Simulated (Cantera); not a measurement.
## HMDSO + NO (silicon oxide and oxynitride deposition)

Charge: 1 mol HMDSO, 0.16 mol NO, equilibrated at 1500 K and 87000 Pa.

Equilibrium computed with Cantera from the NASA thermochemical tables; the gas is ideal and each condensed phase is pure. Candidate condensed phases: C, C6H6, C7H8, C8H18, H2O, Si, SiC, SiO2, Si2N2O, Si3N4; 151 gas species. The feed counts by its element totals alone. Mutual solubility and eutectic melting of coexisting phases are not modelled. The tables hold silica as quartz up to 1696 K and as liquid above; real silica turns to tridymite and cristobalite and melts near 1996 K. Kinetics and transport are ignored.

| Property | Result |
|---|---|
| x(H2) | 0.972 |
| x(CO) | 0.0259 |
| x(CH4) | 0.00211 |
| x(N2) | 0.000146 |
| x(SiO) | 5.08e-5 |
| x(H2O) | 3.77e-5 |
| x(H) | 1.86e-5 |
| x(HCN) | 1.26e-5 |
| x(C2H2 (acetylene)) | 8.77e-6 |
| n(C(graphite)) | 4.32 mol |
| n(SiC(s)) | 1.42 mol |
| n(SiO2(β-quartz)) | 0.421 mol |
| n(Si2N2O(s)) | 0.0786 mol |
| gas amount | 9.222 mol |
| log10 activity of Si(s) (absent) | -2.14 |
